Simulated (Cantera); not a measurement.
An adiabatic, constant-pressure homogeneous reactor starts with 4.71 % CH₄, 0.471 % C₂H₆, 11.9 % O₂, 79.7 % N₂, 3.21 % CO₂, at 1750 K and 10.0 bar.

Model: GRI-Mech 3.0 (53 species, 325 reactions), integrated in Cantera.

x: mole fraction; the columns are a selection and need not sum to one.

```
t (s)     T (K)   x CH₄   x C₂H₆    x O₂     x CH₃       x H   x C₂H₂
--------  -----  ------  -------  ------  --------  --------  -------
1.00e-6    1748  0.0470  0.00443   0.119  0.000511   3.58e-6  2.37e-8
2.26e-6    1747  0.0466  0.00409   0.119  0.000967   1.12e-5  5.87e-7
5.09e-6    1755  0.0441  0.00337   0.117   0.00135   2.80e-5  1.41e-5
1.15e-5    1847     ___      ___     ___       ___       ___      ___
2.59e-5    2580  <1e-12   <1e-12  0.0202    <1e-12   0.00234   <1e-12
5.85e-5    2673  <1e-12   <1e-12  0.0161    <1e-12   0.00106   <1e-12
0.000132   2680  <1e-12   <1e-12  0.0155    <1e-12  0.000980   <1e-12
0.000298   2677  <1e-12   <1e-12  0.0150    <1e-12  0.000973   <1e-12
0.000672   2673  <1e-12   <1e-12  0.0141    <1e-12  0.000962   <1e-12
0.00152    2668  <1e-12   <1e-12  0.0132    <1e-12  0.000951   <1e-12
0.00342    2666  <1e-12   <1e-12  0.0128    <1e-12  0.000945   <1e-12
0.00772    2666  <1e-12   <1e-12  0.0128    <1e-12  0.000945   <1e-12
0.0174     2666  <1e-12   <1e-12  0.0128    <1e-12  0.000945   <1e-12
0.0393     2666  <1e-12   <1e-12  0.0128    <1e-12  0.000945   <1e-12
0.0886     2666  <1e-12   <1e-12  0.0128    <1e-12  0.000945   <1e-12
0.200      2666  <1e-12   <1e-12  0.0128    <1e-12  0.000945   <1e-12
```

Task: What belongs in the gaps?

Result: 
- 1.15e-5, x CH₄: 0.0296
- 1.15e-5, x C₂H₆: 0.00127
- 1.15e-5, x O₂: 0.102
- 1.15e-5, x CH₃: 0.00210
- 1.15e-5, x H: 0.000157
- 1.15e-5, x C₂H₂: 0.000373
